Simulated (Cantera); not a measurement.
An adiabatic, constant-pressure homogeneous reactor starts with CH₄ : O₂ : N₂ = 1 : 3.23 : 12.1 (molar parts), at 1725 K and 0.632 atm.

Detailed kinetics in Cantera: GRI-Mech 3.0 (53 species, 325 reactions).

One state of this run: T (K) = 2633; x CH₄ = <1e-12; x O₂ = 0.0721; x H = 0.00404; x C₂H₂ = <1e-12; x N₂O = 5.79e-7. x: mole fraction; the columns are a selection and need not sum to one.

Q: Which value of t (s) does it belong to?
A. 6.06e-5
B. 0.000234
C. 0.00348
D. 0.000903

A: C, 0.00348
